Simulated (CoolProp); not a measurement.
R1234ze(E) along the isotherm 146.85 °C: Z from the reference equation and from simpler models built on Tc = 109.4 °C, pc = 3.635 MPa, ω = 0.313; each cubic takes its own stable root.

Model: reference Helmholtz-energy equation of state, Thol 2016, in CoolProp.

```csv
p (MPa),phase,reference
1.67,gas,0.8765
3.33,gas,0.7348
5,supercritical,0.5605
6.67,supercritical,0.4191
8.33,supercritical,0.4109
10,supercritical,0.4432
11.7,supercritical,0.4859
13.3,supercritical,0.5291
15,supercritical,0.5761
```

Task: How far does each simpler model (van der Waals, Soave-Redlich-Kwong) lie from the reference over these 9 states: mean and median of the absolute difference, and the worst?

Result: 
- van der Waals: mean 17.2 %, median 20.4 %, worst +30.2 % at 146.85 °C and 15 MPa
- Soave-Redlich-Kwong: mean 10.7 %, median 13.3 %, worst +17.7 % at 146.85 °C and 8.33 MPa
